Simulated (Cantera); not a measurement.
A Cantera script and what it prints.

```python
import numpy as np
import cantera as ct

gas_names = """
    F FO FO2 F2 F2O H HF HOF HO2 H2 H2F2 H2O H2O2 H3F3 H4F4 H5F5 H6F6 H7F7 O OH O2 O3 Si SiF SiF2 SiF3
    SiF4 SiH SiHF3 SiH2 SiH2F2 SiH3 SiH3F SiH4 SiO SiO2 Si2 Si3
""".split()
cond_names = """
    H2O(s) H2O(L) Si(cr) Si(L) SiO2(Lqz) SiO2(hqz) SiO2(L)
""".split()


# ... load() reads the species with a 1 bar reference pressure and builds the phases ...
atoms = {
    'SiO2': {'Si': 1, 'O': 2},
    'HF': {'H': 1, 'F': 1},
}
top_T = {}  # K; cautious upper limits of use, not melting points


# ... equilibrate(T, P, feed) seeds the gas with the atoms and calls Mixture.equilibrate('TP', solver="vcs", rtol=1e-11, max_steps=5000) ...
results = []
T = 1698.15  # K
P = 13332.2  # Pa
for m in [2.2, 4.8, 7.3, 9.9, 12, 15, 17, 20, 23, 25, 28]:
    feed = {'SiO2': 1, 'HF': m}  # mol
    mix = equilibrate(T, P, feed)
    results.append((T, P, feed, dict(zip(mix.species_names, mix.species_moles))))
    x = sorted(zip(gas.X, gas.species_names), reverse=True)
    print(f"T = {T:g} K  P = {P:g} Pa  n(HF) = {m:g} mol  gas = {mix.phase_moles(0):.4g} mol")
    print("   x: " + "  ".join(f"{s} {v:.3e}" for v, s in x if v > 1e-06))
    print("   condensed (mol): " + ("  ".join(f"{mix.phase(i).name} {mix.phase_moles(i):.4g}"
          for i in range(1, mix.n_phases) if mix.phase_moles(i) > 1e-12) or "none"))
```

Result:

```
T = 1698.15 K  P = 13332.2 Pa  n(HF) = 2.2 mol  gas = 2.064 mol
   x: HF 8.016e-01  H2O 1.315e-01  SiF4 6.603e-02  H2 4.830e-04  O2 2.161e-04  OH 1.221e-04  SiF3 1.641e-05  H 8.716e-06  O 1.765e-06  F 1.404e-06
   condensed (mol): SiO2(L) 0.8637
T = 1698.15 K  P = 13332.2 Pa  n(HF) = 4.8 mol  gas = 4.504 mol
   x: HF 8.016e-01  H2O 1.315e-01  SiF4 6.603e-02  H2 4.830e-04  O2 2.161e-04  OH 1.221e-04  SiF3 1.641e-05  H 8.716e-06  O 1.765e-06  F 1.404e-06
   condensed (mol): SiO2(L) 0.7026
T = 1698.15 K  P = 13332.2 Pa  n(HF) = 7.3 mol  gas = 6.85 mol
   x: HF 8.016e-01  H2O 1.315e-01  SiF4 6.603e-02  H2 4.830e-04  O2 2.161e-04  OH 1.221e-04  SiF3 1.641e-05  H 8.716e-06  O 1.765e-06  F 1.404e-06
   condensed (mol): SiO2(L) 0.5476
T = 1698.15 K  P = 13332.2 Pa  n(HF) = 9.9 mol  gas = 9.289 mol
   x: HF 8.016e-01  H2O 1.315e-01  SiF4 6.603e-02  H2 4.830e-04  O2 2.161e-04  OH 1.221e-04  SiF3 1.641e-05  H 8.716e-06  O 1.765e-06  F 1.404e-06
   condensed (mol): SiO2(L) 0.3865
T = 1698.15 K  P = 13332.2 Pa  n(HF) = 12 mol  gas = 11.26 mol
   x: HF 8.016e-01  H2O 1.315e-01  SiF4 6.603e-02  H2 4.830e-04  O2 2.161e-04  OH 1.221e-04  SiF3 1.641e-05  H 8.716e-06  O 1.765e-06  F 1.404e-06
   condensed (mol): SiO2(L) 0.2564
T = 1698.15 K  P = 13332.2 Pa  n(HF) = 15 mol  gas = 14.07 mol
   x: HF 8.016e-01  H2O 1.315e-01  SiF4 6.603e-02  H2 4.830e-04  O2 2.161e-04  OH 1.221e-04  SiF3 1.641e-05  H 8.716e-06  O 1.765e-06  F 1.404e-06
   condensed (mol): SiO2(L) 0.07048
T = 1698.15 K  P = 13332.2 Pa  n(HF) = 17 mol  gas = 16 mol
   x: HF 8.123e-01  H2O 1.244e-01  SiF4 6.247e-02  H2 4.656e-04  O2 2.081e-04  OH 1.176e-04  SiF3 1.504e-05  H 8.557e-06  O 1.732e-06  F 1.449e-06
   condensed (mol): none
T = 1698.15 K  P = 13332.2 Pa  n(HF) = 20 mol  gas = 19 mol
   x: HF 8.419e-01  H2O 1.048e-01  SiF4 5.261e-02  H2 4.155e-04  O2 1.852e-04  OH 1.048e-04  SiF3 1.155e-05  H 8.084e-06  O 1.634e-06  F 1.590e-06
   condensed (mol): none
T = 1698.15 K  P = 13332.2 Pa  n(HF) = 23 mol  gas = 22 mol
   x: HF 8.634e-01  H2O 9.046e-02  SiF4 4.544e-02  H2 3.769e-04  O2 1.678e-04  OH 9.502e-05  SiF3 9.261e-06  H 7.700e-06  F 1.712e-06  O 1.555e-06  H2F2 1.003e-06
   condensed (mol): none
T = 1698.15 K  P = 13332.2 Pa  n(HF) = 25 mol  gas = 24.01 mol
   x: HF 8.748e-01  H2O 8.291e-02  SiF4 4.165e-02  H2 3.558e-04  O2 1.582e-04  OH 8.964e-05  SiF3 8.141e-06  H 7.481e-06  F 1.786e-06  O 1.510e-06  H2F2 1.029e-06
   condensed (mol): none
T = 1698.15 K  P = 13332.2 Pa  n(HF) = 28 mol  gas = 27.01 mol
   x: HF 8.887e-01  H2O 7.368e-02  SiF4 3.702e-02  H2 3.290e-04  O2 1.461e-04  OH 8.285e-05  H 7.194e-06  SiF3 6.850e-06  F 1.886e-06  O 1.451e-06  H2F2 1.062e-06
   condensed (mol): none
```

Equilibrium computed with Cantera from the NASA thermochemical tables; the gas is ideal and each condensed phase is pure. The tables' values for SiF3 are old estimates; treat these amounts as uncertain. The tables hold silica as quartz up to 1696 K and as liquid above; real silica turns to tridymite and cristobalite and melts near 1996 K. Gases not in the tables: Si(OH)4.
